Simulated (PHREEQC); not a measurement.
A column of 0.1 m (40 cells, dispersivity 0.0035 m, 60 s a shift, diffusion coefficient 3e-10 m²/s) holds 0.1 eq of the database's cation exchanger X per kg of pore water, first in equilibrium with 0.033 mol NaCl, 0.00092 mol CaCl2 and 1e-05 mol HCl per kg of water. It is flushed with 0.062 mol BaCl2 and 1e-05 mol HCl per kg of water, at 40 °C. Values are for the last cell. CO2 from the air is kept out. Nothing may precipitate in this run.

Base run: PHREEQC, ion-association model, phreeqc.dat. Each further column changes one thing. The table gives Na in solution (mol/kgw).

| pore volumes | base | exchange capacity from 0.1 to 0.05 eq/kgw | dispersivity from 0.0035 to 0.007 m |
|---|---|---|---|
| 0 | 0.0330 | 0.0330 | 0.0330 |
| 0.5125 | 0.0335 | 0.0335 | 0.0365 |
| 1.012 | 0.0714 | (withheld) | 0.0565 |
| 1.512 | 0.0147 | (withheld) | (withheld) |
| 2.013 | 0.00126 | 0.000359 | 0.00370 |
| 2.513 | 8.40e-5 | 1.89e-5 | 0.000747 |
| 3.013 | 4.97e-6 | 8.75e-7 | 0.000146 |
| 3.513 | 2.75e-7 | (withheld) | (withheld) |
| 4.013 | 1.46e-8 | 1.56e-9 | 5.35e-6 |

### Question
Complete the blanks.

### Answer

- 1.012, exchange capacity from 0.1 to 0.05 eq/kgw: 0.0413
- 1.512, exchange capacity from 0.1 to 0.05 eq/kgw: 0.00528
- 1.512, dispersivity from 0.0035 to 0.007 m: 0.0168
- 3.513, exchange capacity from 0.1 to 0.05 eq/kgw: 3.78e-8
- 3.513, dispersivity from 0.0035 to 0.007 m: 2.81e-5

At this temperature some constants are extrapolated from 25 °C, and those without enthalpy data are left unchanged.
